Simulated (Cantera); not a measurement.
An isothermal, constant-pressure homogeneous reactor starts with CH3OH : O2 : N2 = 0.0038 : 0.035 : 1 (molar parts), at 1150 K and 3.50 bar.

Detailed kinetics in Cantera: GRI-Mech 3.0 (53 species, 325 reactions). GRI-Mech 3.0 was tuned for natural gas; its chemistry of methanol as a main component is partial and can be far from experiment.

x: mole fraction; the columns are a selection and need not sum to one.

```json
[
 {"t (s)": "0.000700", "x CH3OH": "0.00366", "x O2": "0.0337", "x C2H": "<1e-12", "x H": "1.16e-10", "x HCN": "<1e-12", "x C2H4": "<1e-12", "x HCO": "<1e-12"},
 {"t (s)": "0.00225", "x CH3OH": "0.00366", "x O2": "0.0337", "x C2H": "<1e-12", "x H": "1.75e-10", "x HCN": "<1e-12", "x C2H4": "1.10e-12", "x HCO": "<1e-12"},
 {"t (s)": "0.00724", "x CH3OH": "0.00365", "x O2": "0.0337", "x C2H": "<1e-12", "x H": "6.83e-10", "x HCN": "<1e-12", "x C2H4": "3.07e-12", "x HCO": "1.78e-12"},
 {"t (s)": "0.0233", "x CH3OH": "…", "x O2": "0.0303", "x C2H": "<1e-12", "x H": "…", "x HCN": "<1e-12", "x C2H4": "7.44e-11", "x HCO": "…"},
 {"t (s)": "0.0748", "x CH3OH": "<1e-12", "x O2": "0.0286", "x C2H": "<1e-12", "x H": "5.32e-8", "x HCN": "<1e-12", "x C2H4": "<1e-12", "x HCO": "<1e-12"},
 {"t (s)": "0.241", "x CH3OH": "<1e-12", "x O2": "0.0282", "x C2H": "<1e-12", "x H": "4.48e-9", "x HCN": "<1e-12", "x C2H4": "<1e-12", "x HCO": "<1e-12"},
 {"t (s)": "0.774", "x CH3OH": "<1e-12", "x O2": "0.0282", "x C2H": "<1e-12", "x H": "1.25e-10", "x HCN": "<1e-12", "x C2H4": "<1e-12", "x HCO": "<1e-12"},
 {"t (s)": "2.49", "x CH3OH": "<1e-12", "x O2": "0.0282", "x C2H": "<1e-12", "x H": "1.21e-12", "x HCN": "<1e-12", "x C2H4": "<1e-12", "x HCO": "<1e-12"},
 {"t (s)": "8.00", "x CH3OH": "<1e-12", "x O2": "0.0282", "x C2H": "<1e-12", "x H": "<1e-12", "x HCN": "<1e-12", "x C2H4": "<1e-12", "x HCO": "<1e-12"}
]
```

Question: What belongs in the gaps?

Answer: 
- 0.0233, x CH3OH: 7.20e-5
- 0.0233, x H: 9.02e-7
- 0.0233, x HCO: 1.08e-8
